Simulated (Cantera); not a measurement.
What does this Cantera script print?

```python
import numpy as np
import cantera as ct

gas_names = """
    N NO NO2 NO3 N2 N2O O O2 O3 Pb PbO Pb2
""".split()
cond_names = """
    Pb(cr) Pb(L) PbO(rd) PbO(yw) PbO(L) PbO2(s) Pb3O4(s)
""".split()


# ... load() reads the species with a 1 bar reference pressure and builds the phases ...
atoms = {
    'PbO': {'Pb': 1, 'O': 1},
    'N2': {'N': 2},
}
top_T = {'Pb3O4(s)': 820}  # K; cautious upper limits of use, not melting points


# ... equilibrate(T, P, feed) seeds the gas with the atoms and calls Mixture.equilibrate('TP', solver="vcs", rtol=1e-11, max_steps=5000) ...
results = []
feed = {'PbO': 1, 'N2': 0.32}  # mol
T = 1398.15  # K
P = 1000  # Pa
mix = equilibrate(T, P, feed)
results.append((T, P, feed, dict(zip(mix.species_names, mix.species_moles))))
x = sorted(zip(gas.X, gas.species_names), reverse=True)
print(f"T = {T:g} K  P = {P:g} Pa  gas = {mix.phase_moles(0):.4g} mol")
print("   x: " + "  ".join(f"{s} {v:.3e}" for v, s in x if v > 0.0001))
print("   condensed (mol): " + ("  ".join(f"{mix.phase(i).name} {mix.phase_moles(i):.4g}"
      for i in range(1, mix.n_phases) if mix.phase_moles(i) > 1e-12) or "none"))
```

Output:

```
T = 1398.15 K  P = 1000 Pa  gas = 0.4409 mol
   x: N2 7.257e-01  PbO 2.178e-01  Pb 3.763e-02  O2 1.871e-02  NO 2.054e-04
   condensed (mol): PbO(L) 0.8874
```

Method: chemical equilibrium by Gibbs-energy minimisation in Cantera with the NASA 1993 tables (ideal gas, pure condensed phases). Gases not in the tables: (PbO)n polymers.
